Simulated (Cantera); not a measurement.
# Equilibrium for iron carbonyl, mercury and lead vapours: PbO + H2

Feed: 1 mol PbO, a varied amount of H2, held at 1300 K and 61.0 mbar.

These are equilibrium values from Cantera (NASA tables, ideal gas, pure condensed phases), not measurements of a reactor. Candidate condensed phases: H2O, Pb, PbO, PbO2, Pb3O4; 12 gas species. Equilibrium is a limit: real reactors are often held back by kinetics, nucleation or transport.

| n(H2) (mol) | x H2 | x H2O | x Pb | x H | x Pb2 | x PbO | n Pb(l) |
|---|---|---|---|---|---|---|---|
| 5.6 | 0.786 | 0.171 | 0.0430 | 3.97e-6 | 4.10e-6 | 7.80e-7 | 0.748 |
| 6.9 | 0.818 | 0.139 | 0.0430 | 4.05e-6 | 4.10e-6 | 6.08e-7 | 0.690 |
| 8.5 | 0.844 | 0.113 | 0.0430 | 4.12e-6 | 4.10e-6 | 4.78e-7 | 0.618 |
| 10 | 0.861 | 0.0957 | 0.0430 | 4.16e-6 | 4.10e-6 | 3.99e-7 | 0.550 |
| 13 | 0.883 | 0.0736 | 0.0430 | 4.21e-6 | 4.10e-6 | 2.99e-7 | 0.415 |
| 16 | 0.897 | 0.0598 | 0.0430 | 4.24e-6 | 4.10e-6 | 2.39e-7 | 0.281 |
| 19 | 0.907 | 0.0504 | 0.0430 | 4.26e-6 | 4.10e-6 | 1.99e-7 | 0.146 |
| 24 | 0.920 | 0.0400 | 0.0400 | 4.30e-6 | 3.54e-6 | 1.45e-7 | 0 |
| 29 | 0.933 | 0.0333 | 0.0333 | 4.33e-6 | 2.46e-6 | 9.92e-8 | 0 |
x: gas mole fraction; n: condensed amount in mol.

From 5.6 mol H2 to 19 mol H2 the condensed part is Pb(l). From 24 mol H2 to 29 mol H2 nothing is condensed. The main Pb-bearing gas is Pb throughout.
